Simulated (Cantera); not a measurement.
Charge: 1 mol Ti, 2.9 mol C3H8, 160 mol H2, 5.3 mol CH4, held at 1750 K and 0.0133 bar.

Method: chemical equilibrium by Gibbs-energy minimisation in Cantera with the NASA 1993 tables (ideal gas, pure condensed phases). Candidate condensed phases: C, C6H6, C7H8, C8H18, Ti, TiC; 77 gas species. TiC: taken at fixed stoichiometry. Rates play no part.

Base state: H2 0.998, H 0.00201, C2H2 (acetylene) 0.000115, CH4 1.21e-5 (mole fractions); condensed: C(graphite) + TiC(s).

Q: What changes in the equilibrium state with this change: temperature from 1750 K to 1125 K?

A: 
```csv
species,before,after
H2,0.998,1.000
CH4,1.21e-5,0.000384
H,0.00201,3.85e-7
C2H2 (acetylene),0.000115,2.30e-8
"C(graphite), mol",13.0,12.9
"TiC(s), mol",1.00,1.00
```

Q: What changes in the equilibrium state with this change: temperature from 1750 K to 2048.15 K?

A: 
| species | before | after |
|---|---|---|
| H2 | 0.998 | 0.980 |
| H | 0.00201 | 0.0192 |
| C2H2 (acetylene) | 0.000115 | 0.00103 |
| CH4 | 1.21e-5 | 4.80e-6 |
| C(graphite), mol | 13.0 | 12.6 |
| TiC(s), mol | 1.00 | 1.000 |
